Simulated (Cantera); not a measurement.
Input (Python, Cantera) and output of one run.

```python
import numpy as np
import cantera as ct

gas_names = """
    C CH CH2 CH3 CH4 C2 C2H C2H2,acetylene C2H2,vinylidene C2H3,vinyl C2H4 C2H5 C2H6 C3 C3H3,propargyl
    C3H4,allene C3H4,propyne C3H4,cyclo- C3H5,allyl C3H6,propylene C3H6,cyclo- C3H7,n-propyl
    C3H7,i-propyl C3H8 C4 C4H2 C4H4,1,3-cyclo- C4H6,butadiene C4H6,2-butyne C4H6,cyclo- C4H8,1-butene
    C4H8,cis2-buten C4H8,tr2-butene C4H8,isobutene C4H8,cyclo- C4H9,n-butyl C4H9,i-butyl C4H9,s-butyl
    C4H9,t-butyl C4H10,isobutane C4H10,n-butane C5 C5H6,1,3cyclo- C5H8,cyclo- C5H10,1-pentene
    C5H10,cyclo- C5H11,pentyl C5H11,t-pentyl C5H12,n-pentane C5H12,i-pentane CH3C(CH3)2CH3 C6H2
    C6H5,phenyl C6H6 C6H10,cyclo- C6H12,1-hexene C6H12,cyclo- C6H13,n-hexyl C7H7,benzyl C7H8
    C7H14,1-heptene C7H15,n-heptyl C7H16,n-heptane C8H8,styrene C8H10,ethylbenz C8H16,1-octene
    C8H17,n-octyl C8H18,isooctane C8H18,n-octane C9H19,n-nonyl C10H8,naphthale C10H21,n-decyl
    C12H9,o-bipheny C12H10,bipheny H H2 Si SiC SiC2 SiC4H12 SiH SiH2 SiH3 SiH4 Si2 Si2C Si3
""".split()
cond_names = """
    C(gr) C6H6(L) C7H8(L) C8H18(L),n-octa Si(cr) Si(L) SiC(b)
""".split()


def load(file, names, dense=False):
    # The tables refer to 1 bar. Condensed volumes are neglected.
    table = {s.name: s for s in ct.Species.list_from_file(file)}
    out = []
    for n in names:
        d = dict(table[n].input_data)
        d["thermo"] = dict(d["thermo"], **{"reference-pressure": 1e5})
        if dense:
            d["equation-of-state"] = {"model": "constant-volume", "density": "1e6 g/cm^3"}
        out.append(ct.Species.from_dict(d))
    return out


gas = ct.Solution(thermo="ideal-gas", species=load("nasa_gas.yaml", gas_names))
cond = {s.name: ct.Solution(thermo="fixed-stoichiometry", species=[s], name=s.name)
        for s in load("nasa_condensed.yaml", cond_names, dense=True)}
atoms = {
    'CH3SiH3': {'C': 1, 'H': 6, 'Si': 1},
    'CH4': {'C': 1, 'H': 4},
    'H2': {'H': 2},
}
top_T = {'C(gr)': 4500, 'SiC(b)': 3050}  # K; cautious upper limits of use, not melting points


def equilibrate(T, P, feed):
    n = {}
    for name, mol in feed.items():
        for a, k in atoms[name].items():
            n[a] = n.get(a, 0.0) + k * mol
    gas.TPX = T, P, n
    mass = sum(n.values()) * gas.mean_molecular_weight
    gas.equilibrate("TP")
    valid = [c for c in cond.values() if c.min_temp <= T <= top_T.get(c.name, c.max_temp)]
    mix = ct.Mixture([(gas, mass / gas.mean_molecular_weight)] + [(c, 0.0) for c in valid])
    mix.T, mix.P = T, P
    mix.equilibrate("TP", solver="gibbs", rtol=1e-10, max_steps=50000)
    return mix


results = []
feed = {'CH3SiH3': 1, 'CH4': 0.011, 'H2': 2.5}  # mol
P = 1000  # Pa
for T in [1475, 1550, 1625, 1700, 1775, 1850, 1925, 2000, 2075, 2150, 2225, 2300, 2375, 2450]:
    mix = equilibrate(T, P, feed)
    results.append((T, P, feed, dict(zip(mix.species_names, mix.species_moles))))

top = {s: max(r[3][s] / sum(r[3][g] for g in gas_names) for r in results) for s in gas_names}
cols = sorted((s for s in top if top[s] > 0.001), key=lambda s: -top[s])[:8]
seen = [c for c in cond_names if any(r[3].get(c, 0) > 1e-12 for r in results)]
print("log10 of partial pressures in bar; condensed amounts in mol")
print(f"{'T/K':>10s}" + "".join(f"{s[:9]:>10s}" for s in cols + seen))
for T, P, feed, n in results:
    ng = sum(n[g] for g in gas_names)
    print(f"{T:10.4g}" + "".join(f"{np.log10(max(n[s] / ng * P / 1e5, 1e-99)):10.3f}" for s in cols)
          + "".join(f"{n.get(c, 0):10.4g}" for c in seen))
```

It prints:

```
log10 of partial pressures in bar; condensed amounts in mol
       T/K        H2         H        Si      SiC2      Si2C C2H2,acet       SiH     C(gr)    SiC(b)
      1475    -2.000    -5.887   -10.421   -13.273   -13.325    -7.176   -10.869   0.01077         1
      1550    -2.000    -5.502    -9.534   -12.112   -12.186    -6.795   -10.114   0.01071         1
      1625    -2.000    -5.152    -8.730   -11.060   -11.155    -6.449    -9.430   0.01053         1
      1700    -2.001    -4.832    -7.997   -10.103   -10.217    -6.135    -8.808   0.01013         1
      1775    -2.001    -4.539    -7.327    -9.228    -9.360    -5.848    -8.239  0.009413         1
      1850    -2.002    -4.270    -6.712    -8.425    -8.574    -5.585    -7.717  0.008203    0.9999
      1925    -2.004    -4.022    -6.146    -7.687    -7.851    -5.344    -7.237  0.006373    0.9995
      2000    -2.008    -3.793    -5.622    -7.005    -7.184    -5.122    -6.794  0.003986    0.9984
      2075    -2.012    -3.581    -5.137    -6.374    -6.567    -4.919    -6.385  0.001745    0.9951
      2150    -2.020    -3.385    -4.686    -5.788    -5.994    -4.733    -6.007  0.002008    0.9856
      2225    -2.032    -3.205    -4.266    -5.242    -5.461    -4.565    -5.657   0.01096      0.96
      2300    -2.052    -3.040    -3.874    -4.734    -4.964    -4.416    -5.334   0.04319     0.894
      2375    -2.083    -2.892    -3.506    -4.258    -4.499    -4.290    -5.039    0.1321    0.7269
      2450    -2.138    -2.766    -3.162    -3.812    -4.064    -4.198    -4.776    0.3583    0.2988
```

Method: chemical equilibrium by Gibbs-energy minimisation in Cantera with the NASA 1993 tables (ideal gas, pure condensed phases). The feed counts by its element totals alone. Gases not in the tables: Si2H6 and higher silanes.
